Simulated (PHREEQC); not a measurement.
A solution holds 0.36 mol/kgw CuSO4, 0.00013 mol/kgw HBF4 and 0.032 mol/kgw Na2SO4, at 25 °C. Closed to the air; pH follows from the charge balance.

Equilibrium calculation in PHREEQC: ion-association model, phreeqc.dat.

### Question
The ionic strength comes out as 0.714 mol/kgw. What activity coefficients do Na+, HSO4-, CuF+, SO4-2, H+ get?

### Answer
Na+ 0.72, HSO4- 0.75, CuF+ 0.75, SO4-2 0.18, H+ 0.75.

Precipitation was switched off in this run. Caution: at this ionic strength the ion-association model is outside its range; a Pitzer model would be the better tool where its parameters exist. Real BF4- forms and hydrolyses slowly; the run takes it at equilibrium.
